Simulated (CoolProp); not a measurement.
Saturation properties of n-octane.

Model: reference Helmholtz-energy equation of state, Beckmüller 2019, in CoolProp.

| T (°C) | p (kPa) | vapour density (kg/m³) | surface tension (mN/m) | liquid viscosity (µPa s) |
|---|---|---|---|---|
| 89.95 | 33.41 | [?] | 15.1 | 267 |
| 98.35 | 44.40 | 1.695 | 14.4 | 249 |
| 106.75 | 58.11 | 2.185 | 13.6 | 233 |
| 115.05 | 74.78 | 2.773 | 12.9 | 218 |
| 123.45 | 95.30 | 3.489 | 12.2 | [?] |
| 131.85 | 120.0 | 4.346 | 11.5 | 191 |
| 140.15 | 149.1 | 5.349 | 10.7 | 180 |
| 148.55 | 183.8 | [?] | 10.0 | 169 |
| 156.95 | [?] | 7.946 | 9.34 | 158 |
| 165.25 | 271.1 | 9.561 | [?] | 149 |
| 173.65 | 325.5 | 11.46 | 7.98 | 140 |

Q: Fill in the missing entries.

A: 
- 89.95, vapour density (kg/m³): 1.297
- 123.45, liquid viscosity (µPa s): 204
- 148.55, vapour density (kg/m³): 6.545
- 156.95, p (kPa): 224.4
- 165.25, surface tension (mN/m): 8.66

It boils at 125.6 °C under 1 atm.

Viscosity comes from a separate model (Huber 2004). Surface tension comes from a separate correlation (Mulero 2012).
